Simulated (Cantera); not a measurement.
# Equilibrium for carbon deposition, reforming and gasification: C3H8 + NH3

Charge: 1 mol C3H8, 0.3 mol NH3, at 13.3 mbar.

Cantera equilibrium calculation (NASA polynomials, part measured and part estimated; ideal gas, pure solids and liquids). Candidate condensed phases: C, C6H6, C7H8, C8H18; 92 gas species. The numbers say what is thermodynamically allowed, not how fast it happens.

From 1098 K to 2898 K the condensed part is C(graphite). The main C-bearing gas is CH4 at 1098 K and C2H2 (acetylene) at 2898 K.

```tsv
T (K)	log p H2	log p H	log p N2	log p C2H2 (acetylene)	log p HCN	log p C3	log p C2H	n C(graphite)
1098	-1.89	-8.55	-3.36	-9.78	-7.29	<-13	<-13	3.00
1248	-1.89	-7.28	-3.36	-8.50	-6.53	<-13	<-13	3.00
1398	-1.89	-6.27	-3.36	-7.50	-5.94	<-13	<-13	3.00
1548	-1.89	-5.46	-3.36	-6.69	-5.46	<-13	-12.86	3.00
1698	-1.89	-4.78	-3.37	-6.03	-5.07	<-13	-11.18	3.00
1848	-1.89	-4.22	-3.37	-5.48	-4.74	-12.32	-9.78	2.99
1998	-1.90	-3.74	-3.38	-5.02	-4.47	-10.58	-8.59	2.98
2148	-1.91	-3.33	-3.40	-4.62	-4.25	-9.09	-7.58	2.96
2298	-1.93	-2.98	-3.43	-4.30	-4.07	-7.79	-6.70	2.93
2448	-1.97	-2.69	-3.47	-4.03	-3.93	-6.66	-5.94	2.88
2598	-2.04	-2.44	-3.54	-3.83	-3.84	-5.67	-5.29	2.81
2748	-2.16	-2.25	-3.62	-3.71	-3.79	-4.78	-4.74	2.70
2898	-2.33	-2.11	-3.71	-3.67	-3.80	-4.00	-4.28	2.44
```
log p: log10 of the partial pressure in bar; n: condensed amount in mol.
